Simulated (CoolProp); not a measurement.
Computed with CoolProp (reference Helmholtz-energy equation of state, Zhou 2012).

Problem. For m-xylene, give the phase and the Z, Joule-Thomson coefficient (K/MPa), conductivity (mW/(m K)) at 398.6 K and 25.6 bar; 430.2 K and 25.6 bar; 477.6 K and 25.6 bar.

Solution. 
- 398.6 K and 25.6 bar: liquid; Z 0.106, Joule-Thomson coefficient -0.321, conductivity 105
- 430.2 K and 25.6 bar: liquid; Z 0.102, Joule-Thomson coefficient -0.258, conductivity 98.2
- 477.6 K and 25.6 bar: liquid; Z 0.0991, Joule-Thomson coefficient -0.124, conductivity 88.6

Thermal conductivity comes from a separate model (Mylona 2014).
